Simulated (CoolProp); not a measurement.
Computed with CoolProp (reference Helmholtz-energy equation of state, Zhou 2016).

Q: Give the vapour pressure (MPa), liquid density (kg/m³), vapour density (kg/m³), enthalpy of vaporisation (kJ/kg) of saturated R245ca at -38.05, 111.55, 141.45 °C.

A: 
```
T (°C)  p (MPa)  liquid density (kg/m³)  vapour density (kg/m³)  enthalpy of vaporisation (kJ/kg)
------  -------  ----------------------  ----------------------  --------------------------------
-38.05  0.00374                    1540                   0.257                               240
111.55     1.20                    1130                    65.1                               145
141.45     2.19                     995                     132                               112
```
